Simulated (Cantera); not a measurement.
Input: 1 mol SiC, 0.13 mol C, 0.012 mol N2, held at 2448 K and 1.33 mbar.

Equilibrium computed with Cantera from the NASA thermochemical tables; the gas is ideal and each condensed phase is pure. Candidate condensed phases: C, Si, SiC, Si3N4; 20 gas species. The tables' values for SiN are old estimates; treat these amounts as uncertain. Kinetics and transport are ignored.

Base state: Si 0.506, N2 0.313, SiC2 0.113, Si2C 0.0631, Si2 0.00264, SiN 0.00113, CN 0.00102, Si2N 0.000219 (mole fractions); condensed: C(graphite) + SiC(s).

Problem. What changes in the equilibrium state with this change: pressure from 1.33 mbar to 13.3 mbar?

Solution. 
```tsv
species	before	after
N2	0.313	0.930
Si	0.506	0.0506
SiC2	0.113	0.0113
Si2C	0.0631	0.00631
C	6.01e-5	6.01e-6
C3	0.000163	1.63e-5
C2	1.49e-5	1.49e-6
C(graphite), mol	0.148	0.131
SiC(s), mol	0.971	0.999
```

Problem. What changes in the equilibrium state with this change: temperature from 2448 K to 2248 K?

Solution. 
| species | before | after |
|---|---|---|
| N2 | 0.313 | 0.935 |
| Si | 0.506 | 0.0540 |
| SiC2 | 0.113 | 0.00620 |
| Si2C | 0.0631 | 0.00372 |
| C2 | 1.49e-5 | 4.13e-7 |
| Si3 | 9.84e-5 | 2.78e-6 |
| C3 | 0.000163 | 4.69e-6 |
| SiC | 0.000177 | 5.92e-6 |
| C(graphite), mol | 0.148 | 0.131 |
| SiC(s), mol | 0.971 | 0.999 |
